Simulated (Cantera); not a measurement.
Charge: 1 mol Si3N4, 6.3 mol N2, 0.0093 mol Si, equilibrated at 1.33 mbar.

Equilibrium computed with Cantera from the NASA thermochemical tables; the gas is ideal and each condensed phase is pure. Candidate condensed phases: Si, Si3N4; 7 gas species. Rates play no part.

Q: Which condensed phases are stable at each of these points (T (K)): 1798, 1848, 1898, 1948, 1998, 2048, 2098, 2148, 2198, 2248, 2298, 2348, 2398?

A: 
```json
[
 {"T (K)": "1798", "condensed phases": "Si(l)", "Si condensed (%)": "99.3"},
 {"T (K)": "1848", "condensed phases": "Si(l)", "Si condensed (%)": "98.6"},
 {"T (K)": "1898", "condensed phases": "Si(l)", "Si condensed (%)": "97.3"},
 {"T (K)": "1948", "condensed phases": "Si(l)", "Si condensed (%)": "94.8"},
 {"T (K)": "1998", "condensed phases": "Si(l)", "Si condensed (%)": "90.3"},
 {"T (K)": "2048", "condensed phases": "Si(l)", "Si condensed (%)": "82.4"},
 {"T (K)": "2098", "condensed phases": "Si(l)", "Si condensed (%)": "68.2"},
 {"T (K)": "2148", "condensed phases": "Si(l)", "Si condensed (%)": "42.1"},
 {"T (K)": "2198", "condensed phases": "gas only", "Si condensed (%)": "0.0"},
 {"T (K)": "2248", "condensed phases": "gas only", "Si condensed (%)": "0.0"},
 {"T (K)": "2298", "condensed phases": "gas only", "Si condensed (%)": "0.0"},
 {"T (K)": "2348", "condensed phases": "gas only", "Si condensed (%)": "0.0"},
 {"T (K)": "2398", "condensed phases": "gas only", "Si condensed (%)": "0.0"}
]
```

From 1798 K to 2148 K the condensed part is Si(l). From 2198 K to 2398 K nothing is condensed.
